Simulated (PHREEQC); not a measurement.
Solution (25 °C): 0.0046 mol HBF4 per kg of water. Closed to the air; pH follows from the charge balance.

Equilibrium calculation in PHREEQC: ion-association model, phreeqc.dat.

No solid was allowed to form.

Task: Order these B species by the share of B that they hold, largest first: BF2(OH)2-, BF4-, BF3OH-, H3BO3.

Result: BF4- (68 %), H3BO3 (24 %), BF3OH- (6.1 %), BF2(OH)2- (2.0 %)

Task: Order these F species by the share of F that they hold, largest first: BF4-, BF2(OH)2-, HF, BF3OH-, F-.

Result: BF4- (68 %), HF (22 %), BF3OH- (4.6 %), F- (4.0 %), BF2(OH)2- (1.0 %)

The pH is 2.40 and the ionic strength 0.00425 mol/kgw. Real BF4- forms and hydrolyses slowly; the run takes it at equilibrium.
